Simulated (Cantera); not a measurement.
Input: 1 mol V, 1.1 mol NH₃, held at 2327 °C and 0.0380 bar.

These are equilibrium values from Cantera (NASA tables, ideal gas, pure condensed phases), not measurements of a reactor. Candidate condensed phases: V, VN; 11 gas species. Condensed phases not in the tables: V₂N, N, O or C dissolved in the metal. The numbers say what is thermodynamically allowed, not how fast it happens.

Base state: H₂ 0.581, N₂ 0.219, H 0.150, V 0.0498 (mole fractions); condensed: V(l).

### Question
What changes in the equilibrium state with this change: temperature from 2327 °C to 1277 °C?

### Answer
```
species     before     after
----------  ------  --------
H₂           0.581     0.970
N₂           0.219    0.0294
H            0.150  0.000159
V           0.0498     <1e-9
V(l), mol    0.875         0
VN(s), mol       0      1.00
```
VN: taken at fixed stoichiometry. Condensed phases not in the tables: V₂N.
